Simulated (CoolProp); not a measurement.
Model: reference Helmholtz-energy equation of state, McLinden 2015, in CoolProp.

Give the vapour pressure (bar), liquid density (kg/m³), vapour density (kg/m³), enthalpy of vaporisation (kJ/kg) of saturated the fluoroketone C6F12O (FK-5-1-12) at -29.45, 14.45, 29.05 °C.


```json
[
 {"T (°C)": "-29.45", "p (bar)": "0.0208", "liquid density (kg/m³)": "1760", "vapour density (kg/m³)": "0.325", "enthalpy of vaporisation (kJ/kg)": "109"},
 {"T (°C)": "14.45", "p (bar)": "0.254", "liquid density (kg/m³)": "1630", "vapour density (kg/m³)": "3.44", "enthalpy of vaporisation (kJ/kg)": "97.7"},
 {"T (°C)": "29.05", "p (bar)": "0.478", "liquid density (kg/m³)": "1590", "vapour density (kg/m³)": "6.25", "enthalpy of vaporisation (kJ/kg)": "93.7"}
]
```
